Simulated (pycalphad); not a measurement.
An equivalent pycalphad script:

```python
from pycalphad import Database, equilibrium, calculate, variables as v
import numpy as np
db = Database('COST507.tdb')
comps = ['TI', 'HF', 'B', 'VA']
phases = ['B2M', 'B2TI', 'B4M3', 'B4TI3', 'BCC_A2', 'BETA_RHOMBO_B', 'BM', 'BTI', 'HCP_A3', 'LIQUID']
eq = equilibrium(db, comps, phases, {v.X('HF'): 0.0852, v.X('B'): 0.0024, v.T: np.arange(2850, 499, -100), v.P: 101325, v.N: 1}, output=['HM', 'SM'])
```

Computed with pycalphad from the COST 507 light-alloy database (1999), at 1 atm. The data set is of 1999 and partly superseded. Amounts are mole fractions of atoms. Diffusion is slow at the low end, where real alloys seldom reach equilibrium.

Results at three of the temperatures:

```
T = 2650.00 K, P = 101325 Pa, N = 1 mol of atoms
G = -205926 J/mol, H = 102908 J/mol, S = 116.54 J/(mol K)  (SER reference)
chemical potentials (J/mol): Ti -197367, Hf -293726, B -342863
phase             fraction      x(Ti)      x(Hf)       x(B)
LIQUID              1.0000     0.9124     0.0852     0.0024
```

```
T = 1550.00 K, P = 101325 Pa, N = 1 mol of atoms
G = -92361 J/mol, H = 42390 J/mol, S = 86.94 J/(mol K)  (SER reference)
chemical potentials (J/mol): Ti -87562, Hf -140919, B -192993
phase             fraction      x(Ti)      x(Hf)       x(B)
BCC_A2              0.9987     0.9129     0.0853     0.0018
BM                  0.0013     0.4917     0.0083     0.5000
```

```
T = 650.00 K, P = 101325 Pa, N = 1 mol of atoms
G = -26206 J/mol, H = 10357 J/mol, S = 56.25 J/(mol K)  (SER reference)
chemical potentials (J/mol): Ti -24536, Hf -40046, B -169859
phase             fraction      x(Ti)      x(Hf)       x(B)
HCP_A3              0.9956     0.9142     0.0856    0.00019
BM                  0.0044     0.4980     0.0020     0.5000
```

Changes of the phase set, refined by bisection:

| T (K) | phases above | phases below |
|---|---|---|
| 1922.5 | LIQUID | BCC_A2 + LIQUID |
| 1816.1 | BCC_A2 + LIQUID | BCC_A2 + BM |
| 1102.2 | BCC_A2 + BM | BCC_A2 + BM + HCP_A3 |
| 1094.3 | BCC_A2 + BM + HCP_A3 | BM + HCP_A3 |

Database names, with the compositions (at.%) that they take in these runs: BM: Ti 49 B 50 Hf 0. BCC_A2 is bcc; HCP_A3 is hcp.
